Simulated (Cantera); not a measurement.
Charge: 1 mol CH3Cl, 2.2 mol HCl, at 0.00120 bar.

Equilibrium computed with Cantera from the NASA thermochemical tables; the gas is ideal and each condensed phase is pure. Candidate condensed phases: C, C6H6, C7H8, C8H18; 91 gas species. Rates play no part.

### Question
At 1998 K, list the 4 most abundant gas species with their mole fractions, and the condensed phases.

### Answer
HCl 0.687, H2 0.242, Cl 0.0481, H 0.0228. Condensed: C(graphite).
